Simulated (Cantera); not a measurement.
An isothermal, constant-pressure homogeneous reactor starts with CH4 : N2 = 0.54 : 17 (molar parts), at 1800 K and 100.0 Torr.

Cantera simulation using GRI-Mech 3.0 (53 species, 325 reactions); the numbers are that mechanism's predictions, not measurements. GRI-Mech 3.0 stops at C3 and has no aromatics, soot or wall deposition, so with more carbon than oxygen in the feed, carbon stays in small species such as C2H2 where larger ones or solid carbon would form.

x: mole fraction; the columns are a selection and need not sum to one.

| t (s) | x CH4 | x C2H4 | x CH2 | x C2H | x H2 |
|---|---|---|---|---|---|
| 3.00e-5 | 0.0308 | 3.86e-10 | 3.14e-10 | <1e-12 | 4.27e-6 |
| 0.000120 | 0.0307 | 4.11e-8 | 4.46e-9 | <1e-12 | 2.04e-5 |
| 0.000482 | 0.0306 | 2.95e-6 | 5.39e-8 | 1.69e-12 | 9.06e-5 |
| 0.00193 | 0.0297 | (withheld) | (withheld) | (withheld) | (withheld) |
| 0.00775 | (withheld) | (withheld) | (withheld) | (withheld) | (withheld) |
| 0.0311 | 0.00572 | 0.000125 | 1.14e-6 | 3.47e-7 | 0.0359 |
| 0.124 | 0.00101 | 6.65e-6 | 3.64e-7 | 5.16e-7 | 0.0432 |
| 0.499 | 0.000173 | 2.20e-6 | 8.03e-8 | 5.91e-7 | 0.0444 |
| 2.00 | 3.47e-5 | 2.06e-6 | 1.70e-8 | 6.06e-7 | 0.0446 |

Question: Fill in the missing entries.

Answer: 
- 0.00193, x C2H4: 0.000169
- 0.00193, x CH2: 5.97e-7
- 0.00193, x C2H: 1.21e-9
- 0.00193, x H2: 0.000728
- 0.00775, x CH4: 0.0196
- 0.00775, x C2H4: 0.00168
- 0.00775, x CH2: 2.28e-6
- 0.00775, x C2H: 1.09e-7
- 0.00775, x H2: 0.0135
